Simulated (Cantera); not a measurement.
Input: 1 mol PbO, a varied amount of CO, 3.4 mol N₂, at 2027 °C and 0.000280 bar.

Method: chemical equilibrium by Gibbs-energy minimisation in Cantera with the NASA 1993 tables (ideal gas, pure condensed phases). Candidate condensed phases: C, Pb, PbO, PbO₂, Pb₃O₄; 27 gas species. Equilibrium is a limit: real reactors are often held back by kinetics, nucleation or transport.

log p: log10 of the partial pressure in bar; nothing condenses.

| n(CO) (mol) | log p CO | log p N₂ | log p Pb | log p CO₂ | log p O | log p O₂ |
|---|---|---|---|---|---|---|
| 1.5 | -4.28 | -3.83 | -4.37 | -4.90 | -4.86 | -5.11 |
| 2 | ___ | -3.86 | -4.40 | -4.84 | -4.91 | ___ |
| 2.7 | -4.07 | -3.90 | -4.43 | -4.80 | -4.97 | -5.33 |
| 3.5 | ___ | -3.94 | -4.48 | -4.79 | ___ | ___ |
| 4.7 | -3.91 | -4.00 | -4.53 | -4.79 | -5.12 | -5.62 |
| 6.2 | -3.84 | -4.06 | -4.59 | -4.81 | -5.20 | -5.80 |
| 8.3 | -3.78 | -4.14 | -4.67 | -4.85 | -5.30 | -6.00 |
| 11 | -3.73 | -4.22 | -4.75 | -4.91 | -5.41 | -6.21 |
| 15 | -3.69 | -4.32 | -4.85 | -4.98 | -5.53 | -6.45 |

Fill in the missing entries.


- 3.5, log p CO: -3.99
- 3.5, log p O: -5.03
- 3.5, log p O₂: -5.46
- 2, log p CO: -4.17
- 2, log p O₂: -5.21
